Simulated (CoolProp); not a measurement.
Model: reference Helmholtz-energy equation of state, Lemmon 2006, in CoolProp. It is a short technical equation, of lower accuracy than the large ones.

Task: Give the vapour pressure (MPa), liquid density (kg/m³), vapour density (kg/m³), surface tension (mN/m) of saturated carbon monoxide at -170.35, -161.65 °C.

Result: 
```tsv
T (°C)	p (MPa)	liquid density (kg/m³)	vapour density (kg/m³)	surface tension (mN/m)
-170.35	0.666	690	25.8	5.16
-161.65	1.17	638	46.0	3.49
```

Surface tension comes from a separate correlation (Mulero 2012).
